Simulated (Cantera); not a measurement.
Input (Python, Cantera):

```python
import numpy as np
import cantera as ct

gas = ct.Solution("gri30.yaml")
gas.TPX = 1773, 90000, {'CH4': 1, 'CO2': 0.52, 'H2': 0.2}
inlet = ct.Reservoir(gas, clone=True)

reactor = ct.IdealGasConstPressureReactor(gas, energy="off", clone=False)
exhaust = ct.Reservoir(gas, clone=True)
tau = [0.43, 0.26, 0.16, 0.099, 0.061, 0.037, 0.023, 0.014, 0.0087, 0.0053, 0.0033][0]
for a, b in ((inlet, reactor), (reactor, exhaust)):
    ct.MassFlowController(a, b, mdot=lambda t: reactor.mass / tau)
net = ct.ReactorNet([reactor])
show = ['CH4', 'CO2', 'H2', 'H2O', 'CH2CO', 'CH3']

rows = []
print(f"{'tau/s':>10s}{'T/K':>9s}" + "".join(f"{s:>11s}" for s in show))
for tau in [0.43, 0.26, 0.16, 0.099, 0.061, 0.037, 0.023, 0.014, 0.0087, 0.0053, 0.0033]:
    net.initial_time = 0.0
    net.advance(30 * tau)
    before = gas.X
    net.advance(40 * tau)
    drift = np.max(np.abs(gas.X - before) / (gas.X + 1e-9))
    rows.append([gas.T, *gas[show].X, drift])
    print(f"{tau:10.3e}{gas.T:9.1f}" + "".join(f"{x:11.3e}" for x in gas[show].X))
```

It prints:

```
     tau/s      T/K        CH4        CO2         H2        H2O      CH2CO        CH3
 4.300e-01   1773.0  3.334e-02  1.261e-02  5.129e-01  6.995e-02  2.055e-05  2.722e-04
 2.600e-01   1773.0  4.126e-02  1.683e-02  4.910e-01  8.681e-02  2.764e-05  3.389e-04
 1.600e-01   1773.0  5.093e-02  2.217e-02  4.687e-01  1.026e-01  3.526e-05  4.197e-04
 9.900e-02   1773.0  6.313e-02  2.933e-02  4.463e-01  1.162e-01  4.266e-05  5.193e-04
 6.100e-02   1773.0  7.901e-02  3.953e-02  4.246e-01  1.255e-01  4.868e-05  6.443e-04
 3.700e-02   1773.0  1.005e-01  5.476e-02  4.041e-01  1.284e-01  5.174e-05  8.043e-04
 2.300e-02   1773.0  1.271e-01  7.522e-02  3.868e-01  1.231e-01  5.052e-05  9.902e-04
 1.400e-02   1773.0  1.626e-01  1.035e-01  3.703e-01  1.089e-01  4.477e-05  1.222e-03
 8.700e-03   1773.0  2.044e-01  1.361e-01  3.536e-01  8.879e-02  3.618e-05  1.479e-03
 5.300e-03   1773.0  2.549e-01  1.721e-01  3.323e-01  6.531e-02  2.622e-05  1.778e-03
 3.300e-03   1773.0  3.072e-01  2.045e-01  3.063e-01  4.471e-02  1.765e-05  2.082e-03
```

Cantera simulation using GRI-Mech 3.0 (53 species, 325 reactions); the numbers are that mechanism's predictions, not measurements. GRI-Mech 3.0 stops at C3 and has no aromatics, soot or wall deposition, so with more carbon than oxygen in the feed, carbon stays in small species such as C2H2 where larger ones or solid carbon would form.
